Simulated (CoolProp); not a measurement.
Properties of R141b along the isobar 1.96 bar.

Computed with CoolProp (reference Helmholtz-energy equation of state, Lemmon 2006). It is a short technical equation, of lower accuracy than the large ones.

| T (K) | phase | Z | cp (kJ/(kg K)) | cv (kJ/(kg K)) | speed of sound (m/s) | isothermal compressibility (1/MPa) | fugacity coefficient |
|---|---|---|---|---|---|---|---|
| 255 | liquid | 0.008223 | 1.110 | 0.7769 | 986.8 | 0.001116 | 0.05836 |
| 265.9 | liquid | 0.008007 | 1.118 | 0.7829 | 944.0 | 0.001238 | 0.1014 |
| 276.7 | liquid | 0.007816 | 1.128 | 0.7899 | 902.3 | 0.001376 | 0.1662 |
| 287.6 | liquid | 0.007642 | 1.140 | 0.7978 | 860.9 | 0.001538 | 0.2616 |
| 298.5 | liquid | 0.007488 | 1.154 | 0.8064 | 820.0 | 0.001726 | 0.3950 |
| 309.3 | liquid | 0.007353 | 1.169 | 0.8154 | 780.0 | 0.001945 | 0.5734 |
| 320.2 | liquid | 0.007235 | 1.187 | 0.8250 | 740.0 | 0.002207 | 0.8088 |
| 331.1 | gas | 0.9435 | 0.8603 | 0.7623 | 153.4 | 5.435 | 0.9473 |
| 342 | gas | 0.9504 | 0.8629 | 0.7699 | 156.6 | 5.387 | 0.9532 |
| 352.8 | gas | 0.9560 | 0.8687 | 0.7793 | 159.7 | 5.351 | 0.9581 |
